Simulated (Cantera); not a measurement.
An isothermal plug-flow reactor at 998 K and 0.580 bar (inlet), inlet velocity 0.64 m/s, active area per volume 460 1/m; feed CH4 : O2 : N2 = 0.0048 : 0.02 : 0.79 (molar parts), equivalence ratio 0.48.

Model: Deutschmann's 1995 Pt surface mechanism with GRI-Mech 3.0 gas chemistry, integrated in Cantera. Catalytic surfaces can have several steady states; this one follows from the mechanism file's or the stated starting coverage. Mass transfer to the wall is taken as infinitely fast.

```json
[
 {"quantity": "x(CH4) at z = 0.0044 m", "before": "0.00307", "after": "0.00388"},
 {"quantity": "x(O2) at z = 0.0044 m", "before": "0.0189", "after": "0.0205"},
 {"quantity": "x(H2O) at z = 0.0044 m", "before": "0.00564", "after": "0.00402"},
 {"quantity": "x(CO2) at z = 0.0044 m", "before": "0.00282", "after": "0.00201"},
 {"quantity": "x(CO) at z = 0.0044 m", "before": "2.12e-6", "after": "2.65e-6"},
 {"quantity": "θ(free Pt) at the exit", "before": "0.324", "after": "0.319"},
 {"quantity": "θ(O*) at the exit", "before": "0.675", "after": "0.679"},
 {"quantity": "θ(OH*) at the exit", "before": "0.00122", "after": "0.00103"}
]
```

What was changed between the two runs?
(A) inlet velocity 0.64 to 0.28 m/s
(B) CH4 0.0048 to 0.0027 parts
(C) inlet velocity 0.64 to 2.3 m/s
(D) area per volume 460 to 300 1/m

D, area per volume 460 to 300 1/m
